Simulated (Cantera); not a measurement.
A closed system holds: 1 mol V2O3, 52 mol H2, equilibrated at 1748.15 K and 14.0 mbar.

Method: chemical equilibrium by Gibbs-energy minimisation in Cantera with the NASA 1993 tables (ideal gas, pure condensed phases). Candidate condensed phases: H2O, V, VO, V2O3, V2O4, V2O5; 12 gas species. Mutual solubility and eutectic melting of coexisting phases are not modelled. VO: taken at fixed stoichiometry. Condensed phases not in the tables: the oxides between V2O3 and V2O5 other than VO2. The numbers say what is thermodynamically allowed, not how fast it happens.

Base state: H2 0.986, H2O 0.0117, H 0.00192, VO2 1.08e-5 (mole fractions); condensed: VO(s) + V2O3(s).

### Question
What changes in the equilibrium state with this change: pressure from 14.0 mbar to 1.10 bar?

### Answer
```tsv
species	before	after
H2	0.986	0.988
H2O	0.0117	0.0118
H	0.00192	0.000217
VO2	1.08e-5	1.37e-7
VO(s), mol	1.22	1.22
V2O3(s), mol	0.388	0.388
```
